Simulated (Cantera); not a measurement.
Ignition delay

Mixture: C2H4 : O2 : N2 : H2O = 1 : 3.09 : 11.6 : 0.76 (molar parts), at 9.87 atm, adiabatic and at constant volume. Ignition delay is the time to a rise of 400 K.

Model: GRI-Mech 3.0 (53 species, 325 reactions), integrated in Cantera. GRI-Mech 3.0 was tuned for natural gas; its chemistry of ethylene as a main component is partial and can be far from experiment.

```tsv
T0 (K)	delay (ms)
1175	1.06
1275	0.148
1375	0.0244
1475	0.00669
1575	0.00324
1675	0.00200
1775	0.00138
1875	0.00102
```

The apparent activation energy between 1675 and 1875 K is 88 kJ/mol.
